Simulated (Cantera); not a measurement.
An isothermal, constant-pressure homogeneous reactor starts with CH₄ : H₂ : O₂ = 0.0052 : 1 : 0.0084 (molar parts), at 2200 K and 8.25 Torr. Integrator tolerance rtol = 1e-08.

Detailed kinetics in Cantera: GRI-Mech 3.0 (53 species, 325 reactions). Radical loss at walls, strong at low pressure, is not modelled.

Task: What does this change do: temperature 2200 to 1275 K?

Result: 
```tsv
quantity	before	after
x(CH₄) at 6.00 s	<1e-12 (gas-phase equilibrium <1e-12)	0.00406 (gas-phase equilibrium 5.41e-9)
x(H₂) at 6.00 s	0.932 (gas-phase equilibrium 0.932)	0.979 (gas-phase equilibrium 0.983)
x(O₂) at 6.00 s	1.64e-8 (gas-phase equilibrium 1.68e-8)	<1e-12 (gas-phase equilibrium <1e-12)
x(CO) at 6.00 s	0.00498 (gas-phase equilibrium 0.00498)	0.000514 (gas-phase equilibrium 0.00508)
x(CH₂) at 6.00 s	<1e-12 (gas-phase equilibrium <1e-12)	4.11e-11 (gas-phase equilibrium <1e-12)
```
